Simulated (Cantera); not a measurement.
A closed system holds: 1 mol MgSO₄, 0.45 mol H₂, 0.02 mol CO₂, held at 1723.15 K and 13.3 mbar.

These are equilibrium values from Cantera (NASA tables, ideal gas, pure condensed phases), not measurements of a reactor. Candidate condensed phases: C, C₆H₆, C₇H₈, C₈H₁₈, H₂O, H₂SO₄, Mg, MgCO₃, MgO, Mg(OH)₂, MgS, MgSO₄, S; 130 gas species. The numbers say what is thermodynamically allowed, not how fast it happens.

**Question.** What is the equilibrium state?

**Answer.** 
```json
{
  "x(SO₂)": "0.572",
  "x(H₂O)": "0.257",
  "x(O₂)": "0.157",
  "x(CO₂)": "0.0114",
  "x(OH)": "0.00186",
  "x(SO₃)": "0.000365",
  "x(O)": "0.000195",
  "x(H₂)": "0.000143",
  "x(SO)": "0.000101",
  "n(MgO(s))": "1.000 mol",
  "gas_amount": "1.746 mol",
  "log10 activity of S(l) (absent)": "-7.99",
  "log10 activity of Mg(l) (absent)": "-11.08",
  "log10 activity of C(graphite) (absent)": "-13.15"
}
```
